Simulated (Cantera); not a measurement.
Standard-state values (1 bar) from the NASA 1993 polynomials, evaluated with Cantera. Values are per mole of reaction as written; species without (g) are pure solids or liquids, kept so even where they would boil at 1 bar. VN: taken at fixed stoichiometry.

4 V₂O₅ + 2 VN → 5 V₂O₄ + N₂(g)

```json
[
 {"T (K)": "900", "ΔH° (kJ)": "(withheld)", "ΔS° (J/K)": "(withheld)", "ΔG° (kJ)": "(withheld)", "log10 K": "(withheld)", "condensed phases": "V₂O₅(s), VN(s), V₂O₄(s)"},
 {"T (K)": "1050", "ΔH° (kJ)": "-713.8", "ΔS° (J/K)": "-26.4", "ΔG° (kJ)": "-686.1", "log10 K": "34.13", "condensed phases": "V₂O₅(l), VN(s), V₂O₄(s)"},
 {"T (K)": "1200", "ΔH° (kJ)": "-717.1", "ΔS° (J/K)": "-29.3", "ΔG° (kJ)": "-681.9", "log10 K": "29.68", "condensed phases": "V₂O₅(l), VN(s), V₂O₄(s)"},
 {"T (K)": "1350", "ΔH° (kJ)": "(withheld)", "ΔS° (J/K)": "(withheld)", "ΔG° (kJ)": "(withheld)", "log10 K": "(withheld)", "condensed phases": "V₂O₅(l), VN(s), V₂O₄(s)"},
 {"T (K)": "1500", "ΔH° (kJ)": "-717.8", "ΔS° (J/K)": "-29.9", "ΔG° (kJ)": "-672.9", "log10 K": "23.43", "condensed phases": "V₂O₅(l), VN(s), V₂O₄(s)"},
 {"T (K)": "1650", "ΔH° (kJ)": "-715.2", "ΔS° (J/K)": "-28.3", "ΔG° (kJ)": "-668.5", "log10 K": "21.16", "condensed phases": "V₂O₅(l), VN(s), V₂O₄(s)"},
 {"T (K)": "1800", "ΔH° (kJ)": "-710.9", "ΔS° (J/K)": "-25.8", "ΔG° (kJ)": "-664.4", "log10 K": "19.28", "condensed phases": "V₂O₅(l), VN(s), V₂O₄(s)"},
 {"T (K)": "1950", "ΔH° (kJ)": "-121.8", "ΔS° (J/K)": "297.9", "ΔG° (kJ)": "-702.6", "log10 K": "18.82", "condensed phases": "V₂O₅(l), VN(s), V₂O₄(l)"},
 {"T (K)": "2100", "ΔH° (kJ)": "(withheld)", "ΔS° (J/K)": "(withheld)", "ΔG° (kJ)": "(withheld)", "log10 K": "(withheld)", "condensed phases": "V₂O₅(l), VN(s), V₂O₄(l)"},
 {"T (K)": "2250", "ΔH° (kJ)": "(withheld)", "ΔS° (J/K)": "(withheld)", "ΔG° (kJ)": "(withheld)", "log10 K": "(withheld)", "condensed phases": "V₂O₅(l), VN(s), V₂O₄(l)"}
]
```

Problem. Complete the blanks.

Solution. 
- 900, ΔH° (kJ): -451.8
- 900, ΔS° (J/K): 251.3
- 900, ΔG° (kJ): -678.0
- 900, log10 K: 39.35
- 1350, ΔH° (kJ): -718.4
- 1350, ΔS° (J/K): -30.4
- 1350, ΔG° (kJ): -677.4
- 1350, log10 K: 26.21
- 2100, ΔH° (kJ): -90.0
- 2100, ΔS° (J/K): 313.6
- 2100, ΔG° (kJ): -748.5
- 2100, log10 K: 18.62
- 2250, ΔH° (kJ): -58.7
- 2250, ΔS° (J/K): 328.0
- 2250, ΔG° (kJ): -796.6
- 2250, log10 K: 18.49
